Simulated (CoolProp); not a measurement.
Computed with CoolProp (reference Helmholtz-energy equation of state, Thol 2021).

### Question
For chlorine, give the phase and the Z, cp (kJ/(kg K)), Joule-Thomson coefficient (K/MPa), isothermal compressibility (1/MPa) at 155.25 °C and 9.55 bar; 155.25 °C and 19.1 bar; 155.25 °C and 28.7 bar.

### Answer
- 155.25 °C and 9.55 bar: gas; Z 0.963, cp 0.535, Joule-Thomson coefficient 12.3, isothermal compressibility 1.09
- 155.25 °C and 19.1 bar: gas; Z 0.923, cp 0.576, Joule-Thomson coefficient 12.3, isothermal compressibility 0.570
- 155.25 °C and 28.7 bar: gas; Z 0.880, cp 0.629, Joule-Thomson coefficient 12.4, isothermal compressibility 0.401
